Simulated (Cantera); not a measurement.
An adiabatic, constant-pressure homogeneous reactor starts with 7.84 % CH₄, 19.4 % O₂, 72.8 % N₂, equivalence ratio 0.81, at 1650 K and 0.300 bar.

Cantera simulation using GRI-Mech 3.0 (53 species, 325 reactions); the numbers are that mechanism's predictions, not measurements.

### Question
Predict: time of steepest temperature rise; temperature at 0.300 s; equilibrium temperature; x(O₂) at 0.300 s; x(NO) at 0.300 s.

### Answer
```json
{
 "time_of_steepest_temperature_rise": "0.868 ms",
 "temperature at 0.300 s": "2641 K",
 "equilibrium_temperature": "2641 K",
 "x(O₂) at 0.300 s": "0.0421 (gas-phase equilibrium 0.0421)",
 "x(NO) at 0.300 s": "0.0122 (gas-phase equilibrium 0.0122)"
}
```
